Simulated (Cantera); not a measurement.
A perfectly stirred reactor is fed with CH4 : O2 : N2 : H2O = 1 : 1.25 : 4.7 : 0.24 (molar parts), equivalence ratio 1.6, at 0.850 bar; it is adiabatic with a 400 K inlet, and is followed from long to short residence time, starting on the burning branch (τ in s: 0.085, 0.024, 0.007, 0.002, 0.00058, 0.00017, 4.8e-05, 1.4e-05, 4e-06).

Cantera simulation using GRI-Mech 3.0 (53 species, 325 reactions); the numbers are that mechanism's predictions, not measurements.

**Question.** What does this change do: inlet temperature 400 to 650 K?

**Answer.** 
| quantity | before | after |
|---|---|---|
| blow-out, bracketed by the residence times tried | burning at 2.00 ms, out at 0.580 ms | burning at 0.580 ms, out at 0.170 ms |
| x(CH4) at τ = 85.0 ms | 0.00360 | 0.000613 |
| x(O2) at τ = 85.0 ms | 0.000520 | 0.000142 |
| x(H2O) at τ = 85.0 ms | 0.189 | 0.184 |
| x(C2H) at τ = 85.0 ms | 1.15e-7 | 3.37e-8 |
| x(C2H4) at τ = 85.0 ms | 3.25e-5 | 1.63e-6 |
| x(CH4) at τ = 0.580 ms | 0.139 | 0.00653 |
| x(O2) at τ = 0.580 ms | 0.174 | 0.00988 |
| x(H2O) at τ = 0.580 ms | 0.0334 | 0.188 |
| x(C2H) at τ = 0.580 ms | <1e-12 | 1.34e-6 |
| x(C2H4) at τ = 0.580 ms | <1e-12 | 0.000382 |

**Question.** What does this change do: inlet temperature 400 to 725 K?

**Answer.** 
```tsv
quantity	before	after
blow-out, bracketed by the residence times tried	burning at 2.00 ms, out at 0.580 ms	burning at 0.580 ms, out at 0.170 ms
x(CH4) at τ = 85.0 ms	0.00360	0.000270
x(O2) at τ = 85.0 ms	0.000520	9.48e-5
x(H2O) at τ = 85.0 ms	0.189	0.184
x(C2H) at τ = 85.0 ms	1.15e-7	1.32e-8
x(C2H4) at τ = 85.0 ms	3.25e-5	4.28e-7
x(CH4) at τ = 0.580 ms	0.139	0.00430
x(O2) at τ = 0.580 ms	0.174	0.00674
x(H2O) at τ = 0.580 ms	0.0334	0.188
x(C2H) at τ = 0.580 ms	<1e-12	1.69e-6
x(C2H4) at τ = 0.580 ms	<1e-12	0.000197
```

**Question.** What does this change do: 0.42 parts H2 added?

**Answer.** 
```tsv
quantity	before	after
blow-out, bracketed by the residence times tried	burning at 2.00 ms, out at 0.580 ms	burning at 2.00 ms, out at 0.580 ms
x(CH4) at τ = 85.0 ms	0.00360	0.00649
x(O2) at τ = 85.0 ms	0.000520	0.000666
x(H2O) at τ = 85.0 ms	0.189	0.196
x(C2H) at τ = 85.0 ms	1.15e-7	1.22e-7
x(C2H4) at τ = 85.0 ms	3.25e-5	6.66e-5
x(CH4) at τ = 0.580 ms	0.139	0.131
x(O2) at τ = 0.580 ms	0.174	0.164
x(H2O) at τ = 0.580 ms	0.0334	0.0315
x(C2H) at τ = 0.580 ms	<1e-12	<1e-12
x(C2H4) at τ = 0.580 ms	<1e-12	<1e-12
```
